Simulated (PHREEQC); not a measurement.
Solution (19 °C): 0.37 mol CuCl2 and 0.00045 mol MgCl2 per kg of water. Closed to the air; pH follows from the charge balance.

Equilibrium calculation in PHREEQC: ion-association model, phreeqc.dat.

```
Quantity                   Value
-----------------  -------------
pH                          4.14
ionic strength     0.931 mol/kgw
activity of water          0.983
density              1.042 g/cm³
```

```json
[
 {"species": "Cl-", "molality": "0.647", "activity": "0.398", "log γ": "-0.211"},
 {"species": "Cu+2", "molality": "0.284", "activity": "0.0602", "log γ": "-0.673"},
 {"species": "CuCl+", "molality": "0.0785", "activity": "0.0478", "log γ": "-0.215"},
 {"species": "CuCl2", "molality": "0.00772", "activity": "0.00956", "log γ": "0.093"},
 {"species": "Mg+2", "molality": "0.000450", "activity": "0.000134", "log γ": "-0.525"},
 {"species": "H+", "molality": "9.77e-5", "activity": "7.30e-5", "log γ": "-0.127"},
 {"species": "Cu2(OH)2+2", "molality": "4.20e-5", "activity": "1.57e-5", "log γ": "-0.428"},
 {"species": "CuCl3-", "molality": "1.99e-5", "activity": "1.21e-5", "log γ": "-0.215"}
]
```

Precipitation was switched off in this run. The ionic strength is past about 0.7 mol/kgw, beyond the range of this activity model, so the values are rough.
